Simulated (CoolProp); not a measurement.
A closed Brayton cycle with carbon dioxide: compressor inlet 314.15 K and 9.8 MPa, high pressure 33.1 MPa, turbine inlet 935 K, compressor efficiency 0.85, turbine efficiency 0.93, recuperator effectiveness 0.95 (on enthalpy, no pinch check). Each further row changes one setting.

The numbers come from the reference Helmholtz-energy equation of state, Span 1996 in CoolProp.

```json
[
 {"case": "as stated", "thermal efficiency (%)": "43.8", "net work (kJ/kg)": "147", "compressor to turbine work": "0.21", "compressor exit (K)": "361.2", "turbine exit (K)": "773.1"},
 {"case": "turbine inlet 885 K", "thermal efficiency (%)": "42.3", "net work (kJ/kg)": "136", "compressor to turbine work": "0.23", "compressor exit (K)": "361.2", "turbine exit (K)": "728.6"},
 {"case": "compressor inlet 324.15 K", "thermal efficiency (%)": "42.3", "net work (kJ/kg)": "131", "compressor to turbine work": "0.30", "compressor exit (K)": "407.3", "turbine exit (K)": "773.1"},
 {"case": "high pressure 28.1 MPa", "thermal efficiency (%)": "42.5", "net work (kJ/kg)": "132", "compressor to turbine work": "0.20", "compressor exit (K)": "353.9", "turbine exit (K)": "794.0"},
 {"case": "recuperator effectiveness 0.5", "thermal efficiency (%)": "26.4", "net work (kJ/kg)": "147", "compressor to turbine work": "0.21", "compressor exit (K)": "361.2", "turbine exit (K)": "773.1"}
]
```
